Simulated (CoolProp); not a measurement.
A simple Rankine cycle with dimethyl ether: condensing at 299.15 K, boiler at 1.65 MPa, turbine inlet 353.9 K, turbine efficiency 0.7, pump efficiency 0.6, no recuperator. Each further row changes one setting.

Computed with CoolProp (reference Helmholtz-energy equation of state, Wu 2011).

```tsv
case	thermal efficiency (%)	net work (kJ/kg)	heat in (kJ/kg)	turbine exit temperature (K)	volume ratio over the turbine
as stated	7.1	32.9	460	315.9	2.72
turbine inlet 373.9 K	7.3	36.4	500	337.5	2.68
condensing temperature 291.15 K	8.5	40.7	479	308.3	3.41
boiler pressure 1.15 MPa	4.8	23.1	477	331.3	1.87
turbine efficiency 0.6	6.0	27.8	460	318.9	2.75
```
